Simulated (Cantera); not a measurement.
A Cantera script and what it prints.

```python
import numpy as np
import cantera as ct

gas_names = """
    B BH BH2 BH3 BN B2 H H2 N NH NH2 NH3 N2 N2H2 N2H4
""".split()
cond_names = """
    B(b) B(L) BN(s)
""".split()


def load(file, names, dense=False):
    # The tables refer to 1 bar. Condensed volumes are neglected.
    table = {s.name: s for s in ct.Species.list_from_file(file)}
    out = []
    for n in names:
        d = dict(table[n].input_data)
        d["thermo"] = dict(d["thermo"], **{"reference-pressure": 1e5})
        if dense:
            d["equation-of-state"] = {"model": "constant-volume", "density": "1e6 g/cm^3"}
        out.append(ct.Species.from_dict(d))
    return out


gas = ct.Solution(thermo="ideal-gas", species=load("nasa_gas.yaml", gas_names))
cond = {s.name: ct.Solution(thermo="fixed-stoichiometry", species=[s], name=s.name)
        for s in load("nasa_condensed.yaml", cond_names, dense=True)}
atoms = {
    'borazine': {'B': 3, 'N': 3, 'H': 6},
    'NH3': {'N': 1, 'H': 3},
}
top_T = {'BN(s)': 3200}  # K; cautious upper limits of use, not melting points


def equilibrate(T, P, feed):
    n = {}
    for name, mol in feed.items():
        for a, k in atoms[name].items():
            n[a] = n.get(a, 0.0) + k * mol
    gas.TPX = T, P, n
    mass = sum(n.values()) * gas.mean_molecular_weight
    gas.equilibrate("TP")
    valid = [c for c in cond.values() if c.min_temp <= T <= top_T.get(c.name, c.max_temp)]
    mix = ct.Mixture([(gas, mass / gas.mean_molecular_weight)] + [(c, 0.0) for c in valid])
    mix.T, mix.P = T, P
    mix.equilibrate("TP", solver="vcs", rtol=1e-11, max_steps=5000)
    return mix


results = []
feed = {'borazine': 1, 'NH3': 0.3}  # mol
P = 4200  # Pa
for T in [773, 923, 1073, 1223, 1373, 1523, 1673, 1823, 1973, 2123, 2273, 2423]:
    mix = equilibrate(T, P, feed)
    results.append((T, P, feed, dict(zip(mix.species_names, mix.species_moles))))

top = {s: max(r[3][s] / sum(r[3][g] for g in gas_names) for r in results) for s in gas_names}
cols = sorted((s for s in top if top[s] > 0.0001), key=lambda s: -top[s])[:5]
seen = [c for c in cond_names if any(r[3].get(c, 0) > 1e-12 for r in results)]
print("log10 of partial pressures in bar; condensed amounts in mol")
print(f"{'T/K':>10s}" + "".join(f"{s[:9]:>10s}" for s in cols + seen))
for T, P, feed, n in results:
    ng = sum(n[g] for g in gas_names)
    print(f"{T:10.4g}" + "".join(f"{np.log10(max(n[s] / ng * P / 1e5, 1e-99)):10.3f}" for s in cols)
          + "".join(f"{n.get(c, 0):10.4g}" for c in seen))
```

Output:

```
log10 of partial pressures in bar; condensed amounts in mol
       T/K        H2        N2         H       BH2         B      B(b)      B(L)     BN(s)
       773    -1.395    -2.757   -12.740   -23.788   -41.025         0         0         3
       923    -1.395    -2.757   -10.309   -18.862   -32.103         0         0         3
      1073    -1.395    -2.757    -8.551   -15.322   -25.682         0         0         3
      1223    -1.395    -2.757    -7.220   -12.659   -20.843         0         0         3
      1373    -1.395    -2.757    -6.175   -10.583   -17.068         0         0         3
      1523    -1.395    -2.757    -5.334    -8.921   -14.042         0         0         3
      1673    -1.395    -2.757    -4.641    -7.560   -11.564         0         0         3
      1823    -1.396    -2.757    -4.061    -6.427    -9.497         0         0         3
      1973    -1.398    -2.758    -3.569    -5.471    -7.747         0         0         3
      2123    -1.403    -2.758    -3.147    -4.655    -6.249         0         0     2.998
      2273    -1.443    -2.374    -2.797    -4.176    -5.143    0.4826         0      2.51
      2423    -1.587    -1.882    -2.545    -4.085    -4.393         0     2.984         0
```

Equilibrium computed with Cantera from the NASA thermochemical tables; the gas is ideal and each condensed phase is pure. The feed counts by its element totals alone. Mutual solubility and eutectic melting of coexisting phases are not modelled. The tables' values for BH2 are old estimates; treat these amounts as uncertain. Gases not in the tables: B2H6 and higher boranes.
